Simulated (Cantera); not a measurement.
Ignition delay

Mixture: 17.5 % CO, 0.982 % H2, 2.28 % CH4, 16.6 % O2, 62.6 % N2, at 101000 Pa, adiabatic and at constant volume. Ignition delay is the time to a rise of 400 K.

Model: GRI-Mech 3.0 (53 species, 325 reactions), integrated in Cantera. Below about 1000 K GRI-Mech 3.0 lacks low-temperature oxidation paths. Below about 950 K walls govern HO2 and H2O2 in real vessels.

```csv
T0 (K),delay (ms)
875,129
950,13.2
1025,3.99
1100,1.72
1175,0.872
1250,0.495
1325,0.307
1400,0.205
1475,0.144
```

```
Item                                                   Result
--------------------------------------------------  ---------
apparent activation energy between 1325 and 1475 K  82 kJ/mol
```
